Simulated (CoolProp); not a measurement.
R21 along the isotherm 473 K: fugacity coefficient from the reference equation and from simpler models built on Tc = 452.7 K, pc = 5289 kPa, ω = 0.206; each cubic takes its own stable root.

The numbers come from the reference Helmholtz-energy equation of state, Platzer 1990 in CoolProp. This equation is an older, rougher fit; its heat capacities, sound speeds and derivatives of the liquid may be far off and weren't checked against measurements.

| p (kPa) | phase | reference | van der Waals | Redlich-Kwong | Soave-Redlich-Kwong | Peng-Robinson |
|---|---|---|---|---|---|---|
| 721 | gas | (withheld) | 0.9637 | 0.9594 | 0.9601 | (withheld) |
| 1440 | gas | 0.9223 | 0.9278 | 0.9196 | 0.9210 | 0.9120 |
| 2160 | gas | 0.8837 | (withheld) | 0.8803 | 0.8824 | 0.8696 |
| 2880 | gas | 0.8453 | 0.8560 | (withheld) | 0.8443 | 0.8282 |
| 3610 | gas | 0.8063 | 0.8194 | 0.8025 | 0.8061 | 0.7871 |
| 4330 | gas | 0.7677 | 0.7829 | 0.7641 | 0.7686 | 0.7472 |
| 5050 | gas | 0.7287 | 0.7455 | (withheld) | 0.7311 | 0.7078 |
| 5770 | supercritical | 0.6889 | 0.7061 | 0.6865 | 0.6932 | 0.6685 |
| 6490 | supercritical | 0.6479 | 0.6622 | 0.6457 | 0.6543 | 0.6289 |
| 7210 | supercritical | 0.6063 | (withheld) | 0.6045 | 0.6150 | 0.5895 |
| 7930 | supercritical | 0.5679 | 0.5835 | 0.5678 | 0.5789 | 0.5534 |

Question: What belongs in the gaps?

Answer: 
- 721, reference: 0.9610
- 721, Peng-Robinson: 0.9554
- 2160, van der Waals: 0.8919
- 2880, Redlich-Kwong: 0.8415
- 5050, Redlich-Kwong: 0.7257
- 7210, van der Waals: 0.6197
